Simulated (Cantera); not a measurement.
Input: 1 mol borazine, 0.84 mol O2, 47 mol H2, equilibrated at 1998 K and 0.100 bar.

Cantera equilibrium calculation (NASA polynomials, part measured and part estimated; ideal gas, pure solids and liquids). Candidate condensed phases: B, BN, B2O3, B3O3H3, H2O; 39 gas species. The feed counts by its element totals alone. The tables' values for BH2 are old estimates; treat these amounts as uncertain. Rates play no part.

Base state: H2 0.949, HBO 0.0258, N2 0.0161, H 0.00494, BO 0.00195, B2O2 0.00191, HBO2 0.000235, B2O3 0.000120 (mole fractions); condensed: BN(s).

**Question.** What changes in the equilibrium state with this change: H2 from 47 to 0.15 mol?

**Answer.** 
| species | before | after |
|---|---|---|
| H2 | 0.949 | 0.625 |
| N2 | 0.0161 | 0.154 |
| HBO | 0.0258 | 0.103 |
| B2O3 | 0.000120 | 0.0441 |
| HBO2 | 0.000235 | 0.0142 |
| B2O2 | 0.00191 | 0.0461 |
| BO2 | 1.47e-7 | 1.10e-5 |
| H2O | 4.77e-5 | 0.000478 |
| BO | 0.00195 | 0.00958 |
| BN(s), mol | 1.33 | 1.59 |

**Question.** What changes in the equilibrium state with this change: temperature from 1998 K to 950 K?

**Answer.** 
```csv
species,before,after
H2,0.949,0.988
N2,0.0161,0.0107
H2O,4.77e-5,0.000998
HBO,0.0258,2.06e-9
HBO2,0.000235,8.67e-7
H,0.00494,1.75e-9
BO,0.00195,<1e-9
B2O2,0.00191,<1e-9
"BN(s), mol",1.33,1.91
"B2O3(l), mol",0,0.543
```
